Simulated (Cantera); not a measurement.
Input (Python, Cantera) and output of one run.

```python
import numpy as np
import cantera as ct

gas_names = """
    C CO CO2 C2 C2O C3 C3O2 C4 C5 Cu CuO Cu2 O O2 O3
""".split()
cond_names = """
    C(gr) Cu(cr) Cu(L) CuO(s) Cu2O(s) Cu2O(L)
""".split()


# ... load() reads the species with a 1 bar reference pressure and builds the phases ...
atoms = {
    'Cu': {'Cu': 1},
    'CO': {'C': 1, 'O': 1},
}
top_T = {'C(gr)': 4500, 'CuO(s)': 1390}  # K; cautious upper limits of use, not melting points


# ... equilibrate(T, P, feed) seeds the gas with the atoms and calls Mixture.equilibrate('TP', solver="vcs", rtol=1e-11, max_steps=5000) ...
results = []
feed = {'Cu': 1, 'CO': 13}  # mol
P = 1500  # Pa
for T in [1273, 1323, 1373, 1423, 1473, 1523, 1573, 1623, 1673, 1723, 1773, 1823]:
    mix = equilibrate(T, P, feed)
    results.append((T, P, feed, dict(zip(mix.species_names, mix.species_moles))))
    x = sorted(zip(gas.X, gas.species_names), reverse=True)
    print(f"T = {T:g} K  P = {P:g} Pa  gas = {mix.phase_moles(0):.4g} mol")
    print("   x: " + "  ".join(f"{s} {v:.3e}" for v, s in x if v > 1e-05))
    print("   condensed (mol): " + ("  ".join(f"{mix.phase(i).name} {mix.phase_moles(i):.4g}"
          for i in range(1, mix.n_phases) if mix.phase_moles(i) > 1e-12) or "none"))
```

It prints:

```
T = 1273 K  P = 1500 Pa  gas = 13 mol
   x: CO 9.999e-01  CO2 1.078e-04
   condensed (mol): C(gr) 0.001401  Cu(cr) 0.9999
T = 1323 K  P = 1500 Pa  gas = 13 mol
   x: CO 9.999e-01  CO2 5.926e-05  Cu 1.789e-05
   condensed (mol): C(gr) 0.0007703  Cu(cr) 0.9998
T = 1373 K  P = 1500 Pa  gas = 13 mol
   x: CO 9.999e-01  Cu 5.269e-05  CO2 3.409e-05
   condensed (mol): C(gr) 0.0004432  Cu(L) 0.9993
T = 1423 K  P = 1500 Pa  gas = 13 mol
   x: CO 9.998e-01  Cu 1.395e-04  CO2 2.042e-05
   condensed (mol): C(gr) 0.0002655  Cu(L) 0.9982
T = 1473 K  P = 1500 Pa  gas = 13 mol
   x: CO 9.996e-01  Cu 3.450e-04  CO2 1.269e-05
   condensed (mol): C(gr) 0.000165  Cu(L) 0.9955
T = 1523 K  P = 1500 Pa  gas = 13.01 mol
   x: CO 9.992e-01  Cu 8.028e-04
   condensed (mol): C(gr) 0.0001059  Cu(L) 0.9895
T = 1573 K  P = 1500 Pa  gas = 13.02 mol
   x: CO 9.982e-01  Cu 1.768e-03
   condensed (mol): C(gr) 6.997e-05  Cu(L) 0.977
T = 1623 K  P = 1500 Pa  gas = 13.05 mol
   x: CO 9.963e-01  Cu 3.702e-03
   condensed (mol): C(gr) 4.745e-05  Cu(L) 0.9516
T = 1673 K  P = 1500 Pa  gas = 13.1 mol
   x: CO 9.926e-01  Cu 7.409e-03
   condensed (mol): C(gr) 3.292e-05  Cu(L) 0.9028
T = 1723 K  P = 1500 Pa  gas = 13.19 mol
   x: CO 9.858e-01  Cu 1.422e-02  Cu2 1.923e-05
   condensed (mol): C(gr) 2.327e-05  Cu(L) 0.8119
T = 1773 K  P = 1500 Pa  gas = 13.35 mol
   x: CO 9.737e-01  Cu 2.629e-02  Cu2 4.476e-05
   condensed (mol): C(gr) 1.67e-05  Cu(L) 0.6478
T = 1823 K  P = 1500 Pa  gas = 13.64 mol
   x: CO 9.530e-01  Cu 4.693e-02  Cu2 9.924e-05
   condensed (mol): C(gr) 1.21e-05  Cu(L) 0.3571
```

These are equilibrium values from Cantera (NASA tables, ideal gas, pure condensed phases), not measurements of a reactor.
